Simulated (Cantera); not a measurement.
Input (Python, Cantera) and output of one run.

```python
import numpy as np
import cantera as ct

gas_names = """
    P2 H PH3
""".split()
cond_names = """

""".split()


# ... load() reads the species with a 1 bar reference pressure and builds the phases ...
species = {s.name: s for s in load("nasa_gas.yaml", gas_names) + load("nasa_condensed.yaml", cond_names)}
# Each term lists the table entries of one substance; the one whose range holds T is used.
reactions = {
    'P2(g) + 6 H(g) = 2 PH3(g)':
        [(-1, ['P2']), (-6, ['H']), (2, ['PH3'])],
}


def pick(names, T):
    return next(species[n] for n in names if species[n].thermo.min_temp <= T <= species[n].thermo.max_temp)


results = []
for label, terms in reactions.items():
    print(label)
    print("     T/K   dH/kJ  dS/(J/K)   dG/kJ   log10 K")
    for T in [1375, 1475, 1575, 1675, 1775, 1875, 1975, 2075]:
        used = [(nu, pick(names, T)) for nu, names in terms]
        dH = sum(nu * s.thermo.h(T) for nu, s in used) / 1e6
        dS = sum(nu * s.thermo.s(T) for nu, s in used) / 1e3
        dG = dH - T * dS / 1e3
        logK = -dG * 1e6 / (ct.gas_constant * T * np.log(10))
        results.append((label, T, dH, dS, dG, logK, [s.name for _, s in used]))
        print(f"{T:8g} {dH:8.1f} {dS:8.1f} {dG:8.1f} {logK:8.2f}")
```

It prints:

```
P2(g) + 6 H(g) = 2 PH3(g)
     T/K   dH/kJ  dS/(J/K)   dG/kJ   log10 K
    1375  -1489.7   -568.0   -708.7    26.92
    1475  -1491.6   -569.3   -651.8    23.08
    1575  -1493.2   -570.4   -594.9    19.73
    1675  -1494.6   -571.3   -537.8    16.77
    1775  -1495.9   -572.0   -480.6    14.14
    1875  -1496.9   -572.6   -423.4    11.79
    1975  -1497.9   -573.0   -366.1     9.68
    2075  -1498.7   -573.4   -308.8     7.77
```

Source: NASA polynomial tables (part measured, part estimated), evaluated in Cantera. Condensed species are held in their standard states even where they would react or evaporate.
